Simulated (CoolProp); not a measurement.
The fluid at 216.86 K and 0.648 MPa expands adiabatically to 0.154 MPa with isentropic efficiency 0.9. The same conditions are run with several fluids, on thermodynamics alone (safety and materials aside).

The numbers come from the reference Helmholtz-energy equation of state of each fluid (carbon monoxide: Lemmon 2006; oxygen: Schmidt 1985; CF4 (R14): Platzer 1990; fluorine: de Reuck 1990; methane: Setzmann 1991) in CoolProp. The equations of Platzer and Polt are older, rougher fits.

Problem. Rank carbon monoxide, oxygen, CF4 (R14), fluorine, methane by work (kJ/kg), highest first.

Solution. methane (118), carbon monoxide (67.3), oxygen (58.8), fluorine (49.9), CF4 (R14) (22.0)

```json
[
 {"fluid": "carbon monoxide", "final temperature (K)": "150.4", "final density (kg/m³)": "3.48"},
 {"fluid": "oxygen", "final temperature (K)": "150.5", "final density (kg/m³)": "3.98"},
 {"fluid": "CF4 (R14)", "final temperature (K)": "169.4", "final density (kg/m³)": "9.96"},
 {"fluid": "fluorine", "final temperature (K)": "151.4", "final density (kg/m³)": "4.69"},
 {"fluid": "methane", "final temperature (K)": "156.9", "final density (kg/m³)": "1.93"}
]
```
